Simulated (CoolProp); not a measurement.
Vapour-liquid equilibrium of dimethyl ether (1) + chloromethane (R40) (2) at 235.3 K; x and y are mole fractions of (1).

The numbers come from the multi-fluid Helmholtz-energy mixture model, Wu 2011 and Thol 2014; pair parameters Bell 2016 in CoolProp.

```tsv
x	bubble pressure (kPa)	y at the bubble point	dew pressure at overall composition x (kPa)	liquid density (mol/L)
0.05	52.62	0.041	52.52	20.11
0.15	51.70	0.132	51.55	19.67
0.25	51.01	0.232	50.91	19.24
0.35	50.58	0.339	50.56	18.82
0.45	50.46	0.451	50.46	18.41
0.55	50.66	0.565	50.61	18.01
0.65	51.18	0.676	51.03	17.62
0.75	52.02	0.781	51.73	17.25
0.85	53.16	0.877	52.79	16.88
0.95	54.54	0.962	54.31	16.52
```

y crosses x between x = 0.35 and 0.45: the model has an azeotrope there.

Pair parameters are fitted to limited data, so mixtures are less certain than the pure fluids.
